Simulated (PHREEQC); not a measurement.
0.1 g of hydrous ferric oxide (600 m²/g; 0.2 weak and 0.005 strong sites per Fe, Dzombak-Morel constants, diffuse double layer) in 1 kg of water with 0.3 mol/kgw of an inert sodium salt and 3.5e-05 mol Ag2SO4, at 25 °C; the pH is set by adding NaOH or the inert anion's acid. Oxygen alone is held at its pressure in air (log pO2 = -0.68). The system is closed to CO2. No solid was allowed to form.

Base run: PHREEQC, ion-association model, wateq4f.dat. Each further column changes one thing. The table gives Ag sorbed (%).

| pH | base | no electrostatic term (-no_edl) | background salt from 0.3 to 0.03 mol/kgw | oxide from 0.1 to 0.5 g/kgw | 0.00029 mol/kgw CaCl2 added |
|---|---|---|---|---|---|
| 4 | 0.0 | 0.0 | 0.0 | 0.0 | 0.0 |
| 4.67 | 0.1 | 0.0 | 0.1 | 0.3 | 0.0 |
| 5.33 | 0.5 | 0.0 | 0.8 | 2.7 | 0.4 |
| 6.67 | 6.2 | 3.8 | 6.6 | 28.5 | 5.4 |
| 7.33 | 8.7 | 8.1 | 9.0 | 40.2 | 7.8 |
| 8 | 13.3 | 13.3 | 14.1 | 53.6 | 10.9 |
| 8.67 | 27.8 | 25.2 | 30.2 | 75.1 | 20.4 |
| 9.33 | 55.0 | 36.8 | 59.8 | 91.4 | 35.1 |
| 10.67 | 91.4 | 42.4 | 95.3 | 99.2 | 46.3 |
| 11.33 | 95.0 | 39.9 | 98.2 | 99.6 | 45.2 |
| 12 | 92.5 | 26.4 | 98.1 | 99.5 | 34.1 |

 In at least one series the solution becomes supersaturated in solids that the run did not let form, among them Ag2O.
